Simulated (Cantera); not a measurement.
An isothermal, constant-pressure homogeneous reactor starts with 1.88 % CO, 3.57 % O2, 0.657 % H2O, 93.9 % N2, at 1400 K and 100.0 Torr.

Cantera simulation using GRI-Mech 3.0 (53 species, 325 reactions); the numbers are that mechanism's predictions, not measurements.

Q: Predict: x(CO) at 20.0 s; x(O2) at 20.0 s; x(H2O) at 20.0 s; x(NO) at 20.0 s; x(OH) at 20.0 s; x(NO2) at 20.0 s.

A: 
- x(CO) at 20.0 s = 3.15e-7 (gas-phase equilibrium 3.15e-7)
- x(O2) at 20.0 s = 0.0265 (gas-phase equilibrium 0.0264)
- x(H2O) at 20.0 s = 0.00663 (gas-phase equilibrium 0.00663)
- x(NO) at 20.0 s = 5.61e-6 (gas-phase equilibrium 0.000283)
- x(OH) at 20.0 s = 7.85e-6 (gas-phase equilibrium 7.84e-6)
- x(NO2) at 20.0 s = 5.39e-9 (gas-phase equilibrium 2.71e-7)
